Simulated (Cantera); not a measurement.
Charge: 1 mol Ta, 4 mol H2O, at 877 °C and 0.133 bar.

These are equilibrium values from Cantera (NASA tables, ideal gas, pure condensed phases), not measurements of a reactor. Candidate condensed phases: H2O, Ta, Ta2O5; 12 gas species. Equilibrium is a limit: real reactors are often held back by kinetics, nucleation or transport.

Base state: H2 0.625, H2O 0.375 (mole fractions); condensed: Ta2O5(s).

Problem. What changes in the equilibrium state with this change: Ta replaced by V?

Solution. 
```
species        before  after
-------------  ------  -----
H2O             0.375  0.625
H2              0.625  0.375
Ta2O5(s), mol   0.500      0
V2O3(s), mol        0  0.500
```
Condensed phases not in the tables: the oxides between V2O3 and V2O5 other than VO2. Further candidate phases: V, VO, V2O3, V2O4, V2O5.
